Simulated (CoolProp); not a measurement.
Values from CoolProp's reference Helmholtz-energy equation of state, Span 2000.

Question: Give the vapour pressure (MPa), enthalpy of vaporisation (kJ/kg), surface tension (mN/m), vapour viscosity (µPa s) of saturated nitrogen at 111.2 K.

Answer: 
```tsv
T (K)	p (MPa)	enthalpy of vaporisation (kJ/kg)	surface tension (mN/m)	vapour viscosity (µPa s)
111.2	1.57	130	2.04	8.80
```

Viscosity comes from a separate model (Lemmon 2004). Surface tension comes from a separate correlation (Mulero 2012).
